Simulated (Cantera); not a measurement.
An adiabatic, constant-pressure homogeneous reactor starts with H₂ : O₂ : N₂ : H₂O = 1 : 1.35 : 5.08 : 0.15 (molar parts), at 1498 K and 0.500 bar.

Computed with Cantera and GRI-Mech 3.0 (53 species, 325 reactions).

x: mole fraction; the columns are a selection and need not sum to one.

```tsv
t (s)	T (K)	x H₂	x O₂	x H₂O	x H₂O₂	x NO	x O	x OH
2.00e-6	1498	0.132	0.178	0.0198	5.02e-10	<1e-12	4.06e-8	3.69e-8
5.40e-6	1498	0.132	0.178	0.0198	3.35e-9	<1e-12	3.55e-7	3.14e-7
1.46e-5	1498	0.132	0.178	0.0199	3.08e-8	<1e-12	2.91e-5	2.57e-5
3.94e-5	1624	0.0154	0.112	0.110	1.13e-6	3.48e-6	0.0315	0.0136
0.000106	1909	0.0118	0.110	0.125	3.49e-7	2.16e-5	0.0236	0.0181
0.000287	2144	(withheld)	0.112	0.140	(withheld)	(withheld)	(withheld)	0.0181
0.000775	2293	0.00282	0.115	0.151	1.33e-7	0.000130	0.00513	0.0134
0.00209	2334	0.00165	0.116	0.154	1.77e-7	(withheld)	0.00298	0.0107
0.00565	2334	0.00162	0.116	0.154	1.79e-7	0.000676	0.00293	0.0106
0.0152	2332	0.00161	0.115	0.154	1.78e-7	0.00168	0.00289	0.0105
0.0412	2328	0.00159	0.114	0.154	1.75e-7	0.00402	0.00281	0.0104
0.111	2322	0.00154	0.112	0.155	1.71e-7	0.00805	0.00269	0.0101
0.300	2317	0.00151	0.111	0.155	1.68e-7	0.0109	0.00260	0.00987
```

Question: Some entries are withheld; supply them.

Answer: 
- 0.000287, x H₂: 0.00690
- 0.000287, x H₂O₂: 1.57e-7
- 0.000287, x NO: 5.07e-5
- 0.000287, x O: 0.0130
- 0.00209, x NO: 0.000290
